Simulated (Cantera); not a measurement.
Input (Python, Cantera) and output of one run.

```python
import numpy as np
import cantera as ct

gas_names = """
    CL CL2 N N2 Si SiCL SiCL2 SiCL3 SiCL4 SiN Si2 Si2N Si3
""".split()
cond_names = """
    Si(cr) Si(L) Si3N4(a)
""".split()


# ... load() reads the species with a 1 bar reference pressure and builds the phases ...
atoms = {
    'SiCl4': {'Si': 1, 'CL': 4},
    'N2': {'N': 2},
}
top_T = {'Si3N4(a)': 2400}  # K; cautious upper limits of use, not melting points


# ... equilibrate(T, P, feed) seeds the gas with the atoms and calls Mixture.equilibrate('TP', solver="vcs", rtol=1e-11, max_steps=5000) ...
results = []
feed = {'SiCl4': 1, 'N2': 1.3}  # mol
P = 100000  # Pa
for T in [1023, 1123, 1223, 1323, 1423, 1523, 1623]:
    mix = equilibrate(T, P, feed)
    results.append((T, P, feed, dict(zip(mix.species_names, mix.species_moles))))

top = {s: max(r[3][s] / sum(r[3][g] for g in gas_names) for r in results) for s in gas_names}
cols = sorted((s for s in top if top[s] > 0.001), key=lambda s: -top[s])[:6]
seen = [c for c in cond_names if any(r[3].get(c, 0) > 1e-12 for r in results)]
print("log10 of partial pressures in bar; condensed amounts in mol")
print(f"{'T/K':>10s}" + "".join(f"{s[:9]:>10s}" for s in cols + seen))
for T, P, feed, n in results:
    ng = sum(n[g] for g in gas_names)
    print(f"{T:10.4g}" + "".join(f"{np.log10(max(n[s] / ng * P / 1e5, 1e-99)):10.3f}" for s in cols)
          + "".join(f"{n.get(c, 0):10.4g}" for c in seen))
```

Result:

```
log10 of partial pressures in bar; condensed amounts in mol
       T/K        N2     SiCL4     SiCL3        CL
      1023    -0.248    -0.362    -5.993    -6.494
      1123    -0.248    -0.362    -5.157    -5.542
      1223    -0.248    -0.362    -4.453    -4.751
      1323    -0.248    -0.362    -3.852    -4.084
      1423    -0.248    -0.362    -3.333    -3.515
      1523    -0.248    -0.364    -2.881    -3.023
      1623    -0.249    -0.366    -2.486    -2.592
```

Method: chemical equilibrium by Gibbs-energy minimisation in Cantera with the NASA 1993 tables (ideal gas, pure condensed phases). The tables' values for SiCl3 are old estimates; treat these amounts as uncertain.
